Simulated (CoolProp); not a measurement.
The fluid at 416.44 K and 0.13 MPa flows at 0.77 m/s in a round tube of 1 mm bore and 1.5 µm roughness, fully developed (64/Re and Nu = 3.66 if laminar; Colebrook and Gnielinski if turbulent). The same conditions are run with several fluids, on thermodynamics alone (safety and materials aside).

Model: reference Helmholtz-energy equation of state of each fluid (C3F8 (R218): Lemmon 2006; ethane: Bücker 2006; R152A: Outcalt 1996; R143a: Lemmon and Jacobsen 2000; nitrogen: Span 2000), in CoolProp.

```tsv
fluid	Reynolds number	Darcy friction factor	pressure drop (Pa/m)	heat-transfer coefficient (W/(m² K))	mass flow (kg/h)
C3F8 (R218)	318	0.201	425	82.8	0.0155
ethane	68.9	0.929	312	142	0.00247
R152A	124	0.515	382	93.9	0.00544
R143a	159	0.401	378	101	0.00692
nitrogen	35.4	1.81	564	124	0.00229
```

Transport values come from each fluid's own correlations; those of C3F8 (R218), R152A, R143a are estimates that may be off by 10 % or more.
